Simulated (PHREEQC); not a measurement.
Dissolve 0.007 mol NaH2PO4, 0.0002 mol Na2SO4 and 0.066 mol NaCl per kg of water at 25 °C. Closed to the air; pH follows from the charge balance.

All values are PHREEQC results (ion-association model, phreeqc.dat), not measurements.

Precipitation was switched off in this run.

**Question.** Predict the pH, specific conductance.

**Answer.** pH 4.68; specific conductance 7620 µS/cm.

**Question.** In which forms is S present?

**Answer.** SO4-2 87 %, NaSO4- 13 % of the S.
